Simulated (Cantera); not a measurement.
Feed: 1 mol S, 0.32 mol SO2, 0.15 mol O2, at 13.3 mbar.

Cantera equilibrium calculation (NASA polynomials, part measured and part estimated; ideal gas, pure solids and liquids). Candidate condensed phases: S; 17 gas species. Ions and electrons are included (thermal ionisation). Kinetics and transport are ignored. All values below are at 4750 K.

Base state: S 0.583, O 0.415, SO 0.000786, S+ 0.000463, e- 0.000463, S2 0.000107, O2 9.00e-5 (mole fractions); condensed: gas only.

**Question.** What changes in the equilibrium state with this change: pressure from 13.3 mbar to 13.0 bar?

**Answer.** 
```json
[
 {"species": "S", "before": "0.583", "after": "0.413"},
 {"species": "SO", "before": "0.000786", "after": "0.274"},
 {"species": "O", "before": "0.415", "after": "0.210"},
 {"species": "SO2", "before": "1.57e-7", "after": "0.0270"},
 {"species": "S2", "before": "0.000107", "after": "0.0522"},
 {"species": "O2", "before": "9.00e-5", "after": "0.0225"},
 {"species": "S2O", "before": "5.06e-9", "after": "0.00122"},
 {"species": "e-", "before": "0.000463", "after": "9.86e-6"},
 {"species": "S+", "before": "0.000463", "after": "1.58e-5"}
]
```
